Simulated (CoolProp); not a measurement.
Properties of ammonia along the isobar 28.8 bar (Tc = 405.6 K, pc = 113.6 bar, ω = 0.256).

Computed with CoolProp (reference Helmholtz-energy equation of state, Gao 2020).

```tsv
T (K)	phase	Z	cv (kJ/(kg K))	expansivity (1/kK)	fugacity coefficient
341.6	gas	0.7862	2.453	7.067	0.8253
355	gas	0.8231	2.257	5.661	0.8493
368.4	gas	0.8505	2.140	4.813	0.8688
381.7	gas	0.8716	2.071	4.243	0.8849
395.1	gas	0.8887	2.029	3.824	___
408.5	gas	0.9027	___	3.501	0.9101
421.8	gas	0.9143	1.998	3.245	0.9199
435.2	gas	0.9242	1.997	3.033	0.9285
448.5	gas	0.9325	2.001	2.855	0.9359
461.9	gas	0.9398	2.010	2.702	___
475.3	gas	0.9461	2.022	2.568	0.9482
488.6	gas	0.9516	2.036	2.451	0.9532
502	gas	0.9564	2.051	2.346	0.9577
515.4	gas	0.9607	2.068	2.252	0.9617
528.7	gas	0.9644	2.086	2.167	0.9652
542.1	gas	0.9678	2.105	2.090	___
```

Some entries are withheld; supply them.


- 395.1, fugacity coefficient: 0.8985
- 408.5, cv (kJ/(kg K)): 2.007
- 461.9, fugacity coefficient: 0.9424
- 542.1, fugacity coefficient: 0.9684
